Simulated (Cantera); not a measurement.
Cantera run, input and output.

```python
import numpy as np
import cantera as ct

surf = ct.Interface("ptcombust.yaml", "Pt_surf")
gas = surf.adjacent["gas"]
gas.TPX = 1025, 100000, {'CH4': 0.0033, 'O2': 0.048, 'N2': 0.79}
surf.TP = 1025, 100000
reactor = ct.FlowReactor(gas, clone=False)
reactor.area = 0.0001  # m2
reactor.surface_area_to_volume_ratio = 270  # 1/m
reactor.mass_flow_rate = 0.59 * reactor.area * gas.density  # inlet velocity 0.59 m/s
reactor.energy_enabled = False
wall = ct.ReactorSurface(surf, reactor, clone=False)
net = ct.ReactorNet([reactor])
net.rtol, net.atol = 1e-8, 1e-16
show, cover = ['CH4', 'O2', 'H2O', 'CO2', 'CO'], ['PT(S)', 'H(S)', 'O(S)', 'OH(S)', 'CO(S)', 'C(S)']

rows = []
print(f"{'z/m':>9s}{'u/(m/s)':>9s}" + "".join(f"{s:>13s}" for s in show + cover))
for z in [0.00012, 0.00023, 0.00045, 0.00087, 0.0017, 0.0033, 0.0063, 0.012]:
    net.advance(z)
    rows.append([reactor.speed, *gas[show].X, *surf[cover].coverages])
    print(f"{z:9.4g}{rows[-1][0]:9.3g}" + "".join(f"{x:13.4e}" for x in rows[-1][1:]))
```

It prints:

```
      z/m  u/(m/s)          CH4           O2          H2O          CO2           CO        PT(S)         H(S)         O(S)        OH(S)        CO(S)         C(S)
  0.00012     0.59   3.8948e-03   5.7000e-02   5.5260e-05   2.5906e-05   1.7190e-06   2.5728e-01   5.1083e-08   7.4252e-01   1.9109e-04   6.3507e-06   4.6366e-08
  0.00023     0.59   3.8697e-03   5.6950e-02   1.0559e-04   5.0596e-05   2.1886e-06   2.5731e-01   6.1366e-08   7.4245e-01   2.2986e-04   6.4526e-06   4.6082e-08
  0.00045     0.59   3.8197e-03   5.6850e-02   2.0533e-04   1.0027e-04   2.3659e-06   2.5736e-01   7.7816e-08   7.4234e-01   2.9185e-04   6.4333e-06   4.5515e-08
  0.00087     0.59   3.7261e-03   5.6663e-02   3.9232e-04   1.9375e-04   2.3323e-06   2.5746e-01   1.0174e-07   7.4215e-01   3.8188e-04   6.2898e-06   4.4451e-08
   0.0017     0.59   3.5474e-03   5.6307e-02   7.4907e-04   3.7210e-04   2.2224e-06   2.5768e-01   1.3628e-07   7.4180e-01   5.1149e-04   6.0027e-06   4.2421e-08
   0.0033     0.59   3.2254e-03   5.5665e-02   1.3912e-03   6.9300e-04   2.0238e-06   2.5811e-01   1.8301e-07   7.4120e-01   6.8582e-04   5.4834e-06   3.8750e-08
   0.0063     0.59   2.6948e-03   5.4608e-02   2.4480e-03   1.2208e-03   1.6955e-06   2.5886e-01   2.4171e-07   7.4023e-01   9.0265e-04   4.6186e-06   3.2637e-08
    0.012     0.59   1.9075e-03   5.3044e-02   4.0131e-03   2.0018e-03   1.2065e-06   2.6005e-01   3.1033e-07   7.3880e-01   1.1520e-03   3.3108e-06   2.3390e-08
```

Model: Deutschmann's 1995 Pt surface mechanism with GRI-Mech 3.0 gas chemistry, integrated in Cantera. Catalytic surfaces can have several steady states; this one follows from the mechanism file's or the stated starting coverage. Mass transfer to the wall is taken as infinitely fast.
